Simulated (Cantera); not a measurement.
An isothermal, constant-pressure homogeneous reactor starts with C₃H₈ : H₂ = 1 : 2.2 (molar parts), at 1150 K and 0.133 bar.

Computed with Cantera and GRI-Mech 3.0 (53 species, 325 reactions). GRI-Mech 3.0 was tuned for natural gas; its chemistry of propane as a main component is partial and can be far from experiment. GRI-Mech 3.0 stops at C3 and has no aromatics, soot or wall deposition, so with more carbon than oxygen in the feed, carbon stays in small species such as C2H2 where larger ones or solid carbon would form.

x: mole fraction; the columns are a selection and need not sum to one.

```json
[
 {"t (s)": "0.000100", "x C₃H₈": "0.312", "x H₂": "0.687", "x CH₄": "5.61e-5", "x C₂H": "<1e-12", "x C₂H₂": "1.11e-10", "x C₂H₆": "5.63e-6", "x CH₂": "9.79e-11"},
 {"t (s)": "0.000388", "x C₃H₈": "0.311", "x H₂": "0.687", "x CH₄": "0.000932", "x C₂H": "<1e-12", "x C₂H₂": "2.54e-8", "x C₂H₆": "4.59e-5", "x CH₂": "1.97e-9"},
 {"t (s)": "0.00151", "x C₃H₈": "0.301", "x H₂": "0.682", "x CH₄": "0.00777", "x C₂H": "<1e-12", "x C₂H₂": "1.69e-6", "x C₂H₆": "0.000377", "x CH₂": "4.03e-9"},
 {"t (s)": "0.00584", "x C₃H₈": "0.264", "x H₂": "0.663", "x CH₄": "0.0340", "x C₂H": "<1e-12", "x C₂H₂": "3.46e-5", "x C₂H₆": "0.00163", "x CH₂": "3.41e-9"},
 {"t (s)": "0.0227", "x C₃H₈": "0.161", "x H₂": "0.612", "x CH₄": "0.108", "x C₂H": "<1e-12", "x C₂H₂": "0.000464", "x C₂H₆": "0.00458", "x CH₂": "1.87e-9"},
 {"t (s)": "0.0879", "x C₃H₈": "[?]", "x H₂": "0.544", "x CH₄": "[?]", "x C₂H": "3.31e-12", "x C₂H₂": "[?]", "x C₂H₆": "[?]", "x CH₂": "2.78e-10"},
 {"t (s)": "0.341", "x C₃H₈": "0.000666", "x H₂": "0.534", "x CH₄": "0.227", "x C₂H": "3.45e-12", "x C₂H₂": "0.0117", "x C₂H₆": "0.00477", "x CH₂": "1.46e-11"},
 {"t (s)": "1.32", "x C₃H₈": "2.26e-5", "x H₂": "0.537", "x CH₄": "0.227", "x C₂H": "4.83e-12", "x C₂H₂": "0.0236", "x C₂H₆": "0.00414", "x CH₂": "6.87e-12"},
 {"t (s)": "5.14", "x C₃H₈": "1.71e-5", "x H₂": "0.544", "x CH₄": "0.229", "x C₂H": "9.41e-12", "x C₂H₂": "0.0494", "x C₂H₆": "0.00348", "x CH₂": "6.00e-12"},
 {"t (s)": "19.9", "x C₃H₈": "1.29e-5", "x H₂": "0.541", "x CH₄": "0.245", "x C₂H": "1.17e-11", "x C₂H₂": "0.0701", "x C₂H₆": "0.00280", "x CH₂": "4.89e-12"},
 {"t (s)": "77.3", "x C₃H₈": "[?]", "x H₂": "0.508", "x CH₄": "[?]", "x C₂H": "9.30e-12", "x C₂H₂": "0.0692", "x C₂H₆": "[?]", "x CH₂": "3.81e-12"},
 {"t (s)": "300", "x C₃H₈": "7.99e-6", "x H₂": "0.450", "x CH₄": "0.381", "x C₂H": "6.10e-12", "x C₂H₂": "0.0641", "x C₂H₆": "0.00172", "x CH₂": "2.45e-12"}
]
```

Task: What belongs in the gaps?

Result: 
- 0.0879, x C₃H₈: 0.0253
- 0.0879, x CH₄: 0.207
- 0.0879, x C₂H₂: 0.00390
- 0.0879, x C₂H₆: 0.00594
- 77.3, x C₃H₈: 1.10e-5
- 77.3, x CH₄: 0.295
- 77.3, x C₂H₆: 0.00234
